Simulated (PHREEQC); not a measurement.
A column of 1 m (40 cells, dispersivity 0.08 m, 60 s a shift, diffusion coefficient 3e-10 m²/s) holds 0.0023 eq of the database's cation exchanger X per kg of pore water, first in equilibrium with 14 mmol/kgw KCl, 3.5 mmol/kgw ZnCl2 and 0.01 mmol/kgw HCl. It is flushed with 0.00084 mol KCl, 0.0011 mol CdCl2 and 1e-05 mol HCl per kg of water, at 15 °C. Values are for the last cell. CO2 from the air is kept out. Nothing may precipitate in this run.

The series has 33 steps of pore volumes, from 0 to 4.013.

The numbers come from PHREEQC with the ion-association model, phreeqc.dat.

After how many pore volumes does Cd at the outlet first reach half of its feed value?

By 2.0 pore volumes.

Species that the database lacks are ignored.
